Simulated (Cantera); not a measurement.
Feed: 1 mol SiCl4, 0.067 mol CH4, 130 mol H2, at 2050 K and 0.0133 bar.

Cantera equilibrium calculation (NASA polynomials, part measured and part estimated; ideal gas, pure solids and liquids). Candidate condensed phases: C, C6H6, C7H8, C8H18, Si, SiC; 109 gas species. The tables' values for SiCl are old estimates; treat these amounts as uncertain. Gases not in the tables: Si2H6 and higher silanes. Kinetics and transport are ignored.

Base state: H2 0.947, HCl 0.0264, H 0.0191, Si 0.00462, SiCl2 0.00133, Cl 0.000395, SiCl 0.000340, SiH 0.000314 (mole fractions); condensed: SiC(s).

**Question.** What changes in the equilibrium state with this change: SiCl4 replaced by SiHCl3?

**Answer.** 
```csv
species,before,after
H2,0.947,0.954
HCl,0.0264,0.0201
H,0.0191,0.0192
SiCl2,0.00133,0.000839
Si,0.00462,0.00508
Cl,0.000395,0.000299
Si2,4.29e-5,5.18e-5
"SiC(s), mol",0.0438,0.0421
```

**Question.** What changes in the equilibrium state with this change: SiCl4 replaced by Si(CH3)4?

**Answer.** 
```csv
species,before,after
H2,0.947,0.979
H,0.0191,0.0194
C2H2 (acetylene),6.83e-6,0.00104
HCl,0.0264,0
Si,0.00462,0.000381
SiCl2,0.00133,0
Cl,0.000395,0
"SiC(s), mol",0.0438,0.936
"C(graphite), mol",0,2.84
```

**Question.** What changes in the equilibrium state with this change: H2 from 130 to 290 mol?

**Answer.** 
| species | before | after |
|---|---|---|
| H2 | 0.947 | 0.964 |
| H | 0.0191 | 0.0193 |
| HCl | 0.0264 | 0.0129 |
| Si | 0.00462 | 0.00258 |
| SiCl2 | 0.00133 | 0.000174 |
| SiCl | 0.000340 | 9.19e-5 |
| SiC(s), mol | 0.0438 | 0.0261 |
